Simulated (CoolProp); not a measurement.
Vapour-liquid equilibrium of cyclohexane (1) + n-nonane (2) at 316.5 K; x and y are mole fractions of (1).

The numbers come from the multi-fluid Helmholtz-energy mixture model, Zhou 2014 and Lemmon 2006; pair parameters Bell 2016 in CoolProp.

| x | bubble pressure, mixture model (MPa) | bubble pressure, Raoult's law (MPa) | y, mixture model | y, Raoult's law |
|---|---|---|---|---|
| 0.05 | 0.003203 | 0.003022 | 0.494 | 0.466 |
| 0.2 | 0.007189 | 0.006988 | 0.807 | 0.805 |
| 0.35 | 0.01088 | 0.01095 | 0.894 | 0.899 |
| 0.5 | 0.01461 | 0.01492 | 0.938 | 0.943 |
| 0.65 | 0.01853 | 0.01889 | 0.966 | 0.968 |
| 0.8 | 0.02263 | 0.02285 | 0.984 | 0.985 |
| 0.95 | 0.02678 | 0.02682 | 0.997 | 0.997 |

The largest gap from Raoult's law is +6.0 % in bubble pressure, at x = 0.05. No azeotrope shows between x = 0.05 and 0.95.

Pair parameters are fitted to limited data, so mixtures are less certain than the pure fluids. The gap from Raoult's law changes sign with composition, which may be real or a fault of the pair parameters; it wasn't checked against measurements.
